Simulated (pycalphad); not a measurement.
CALPHAD calculation (pycalphad, COST 507 light-alloy database (1999)), 1 atm. The database dates from 1999; later assessments differ in places, in temperatures and in the compounds included. Kinetics are ignored, which matters at the lower temperatures.

**Question.** How does the equilibrium phase assembly of Si-72.15V (at.%) change on cooling from 2850 K to 550 K?

**Answer.** 
| T (K) | phases above | phases below |
|---|---|---|
| 2201.5 | liquid | liquid + SI3V5 |
| 2190.8 | liquid + SI3V5 | SI3V5 + SIV3 |
Changes were sought between steps of 100 K, so a narrower field can be missed.

Database names, with the compositions (at.%) that they take in these runs: SIV3: V 75 Si 25; SI3V5: V 62 Si 37.
